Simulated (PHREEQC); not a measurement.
Consider water at 25 °C with 0.083 mol NaHSO4 and 0.0031 mol NaF per kg of water. Closed to the air; pH follows from the charge balance.

All values are PHREEQC results (ion-association model, wateq4f.dat), not measurements.

This is a speciation only: nothing precipitates in the calculation.

Q: Estimate the pH, ionic strength.

A: pH 1.53; ionic strength 0.153 mol/kgw.

Q: In which forms is Na present?

A: Na+ 95 %, NaSO4- 5.3 % of the Na.
